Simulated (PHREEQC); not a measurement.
Consider water at 25 °C with 0.12 mol/kgw KOH and 0.011 mol/kgw CO2. Closed to the air; pH follows from the charge balance.

All values are PHREEQC results (ion-association model, phreeqc.dat), not measurements.

Each row changes one thing in this solution. No solid was allowed to form.

```csv
case,pH,ionic strength (mol/kgw),HCO3- (mol/kgw)
as made,12.86,0.131,1.50e-5
diluted 100-fold with water,10.98,0.00129,1.83e-5
diluted 10-fold with water,11.94,0.0131,1.91e-5
temperature from 25 to 65 °C,11.75,0.131,0.000113
```

At this temperature some constants are extrapolated from 25 °C, and those without enthalpy data are left unchanged.
